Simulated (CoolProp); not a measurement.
The numbers come from the reference Helmholtz-energy equation of state, Lemmon 2006 in CoolProp. It is a short technical equation, of lower accuracy than the large ones.

Question: For nitrous oxide, give the phase and the cp (kJ/(kg K)) at 59.05 °C and 0.517 MPa.

Answer: 
- 59.05 °C and 0.517 MPa: gas; cp 0.934
